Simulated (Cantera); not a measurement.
A Cantera script and what it prints.

```python
import numpy as np
import cantera as ct

gas_names = """
    B BH BH2 BH3 BO BO2 B2 B2O B2O2 B2O3 B3O3H3 H HBO HBO2 HO2 H2 H2O H2O2 H3B3O6 O OH O2 O3
""".split()
cond_names = """
    B(b) B(L) B2O3(L) B3O3H3(cr) H2O(s) H2O(L)
""".split()


def load(file, names, dense=False):
    # The tables refer to 1 bar. Condensed volumes are neglected.
    table = {s.name: s for s in ct.Species.list_from_file(file)}
    out = []
    for n in names:
        d = dict(table[n].input_data)
        d["thermo"] = dict(d["thermo"], **{"reference-pressure": 1e5})
        if dense:
            d["equation-of-state"] = {"model": "constant-volume", "density": "1e6 g/cm^3"}
        out.append(ct.Species.from_dict(d))
    return out


gas = ct.Solution(thermo="ideal-gas", species=load("nasa_gas.yaml", gas_names))
cond = {s.name: ct.Solution(thermo="fixed-stoichiometry", species=[s], name=s.name)
        for s in load("nasa_condensed.yaml", cond_names, dense=True)}
atoms = {
    'B2H6': {'B': 2, 'H': 6},
    'H2O': {'H': 2, 'O': 1},
    'H2': {'H': 2},
}
top_T = {}  # K; cautious upper limits of use, not melting points


def equilibrate(T, P, feed):
    n = {}
    for name, mol in feed.items():
        for a, k in atoms[name].items():
            n[a] = n.get(a, 0.0) + k * mol
    gas.TPX = T, P, n
    mass = sum(n.values()) * gas.mean_molecular_weight
    gas.equilibrate("TP")
    valid = [c for c in cond.values() if c.min_temp <= T <= top_T.get(c.name, c.max_temp)]
    mix = ct.Mixture([(gas, mass / gas.mean_molecular_weight)] + [(c, 0.0) for c in valid])
    mix.T, mix.P = T, P
    mix.equilibrate("TP", solver="vcs", rtol=1e-11, max_steps=5000)
    return mix


results = []
feed = {'B2H6': 1, 'H2O': 1.9, 'H2': 15}  # mol
T = 1448  # K
P = 133.322  # Pa
mix = equilibrate(T, P, feed)
results.append((T, P, feed, dict(zip(mix.species_names, mix.species_moles))))
x = sorted(zip(gas.X, gas.species_names), reverse=True)
print(f"T = {T:g} K  P = {P:g} Pa  gas = {mix.phase_moles(0):.4g} mol")
print("   x: " + "  ".join(f"{s} {v:.3e}" for v, s in x if v > 0.0001))
print("   condensed (mol): " + ("  ".join(f"{mix.phase(i).name} {mix.phase_moles(i):.4g}"
      for i in range(1, mix.n_phases) if mix.phase_moles(i) > 1e-12) or "none"))
```

Result:

```
T = 1448 K  P = 133.322 Pa  gas = 20.81 mol
   x: H2 9.336e-01  HBO 4.394e-02  B2O2 1.783e-02  B2O3 3.116e-03  HBO2 8.128e-04  BO 3.235e-04  H 2.439e-04  B3O3H3 1.321e-04
   condensed (mol): B(b) 0.1818
```

These are equilibrium values from Cantera (NASA tables, ideal gas, pure condensed phases), not measurements of a reactor. The feed counts by its element totals alone.
